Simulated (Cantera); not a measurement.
**Equilibrium for oxide etching and cleaning by halides: MgO + Cl2 + N2**

A closed system holds: 1 mol MgO, 11 mol Cl2, 1.9 mol N2, held at 1600 °C and 30000 Pa.

These are equilibrium values from Cantera (NASA tables, ideal gas, pure condensed phases), not measurements of a reactor. Candidate condensed phases: Mg, MgCl2, MgO; 18 gas species. Kinetics and transport are ignored.

```json
{
  "x(Cl)": "0.467",
  "x(Cl2)": "0.338",
  "x(N2)": "0.108",
  "x(MgCl2)": "0.0572",
  "x(O2)": "0.0279",
  "x(ClO)": "0.000713",
  "x(NO)": "0.000713",
  "x(O)": "7.21e-5",
  "gas_amount": "17.48 mol",
  "log10 activity of Mg(l) (absent)": "-12.34"
}
```
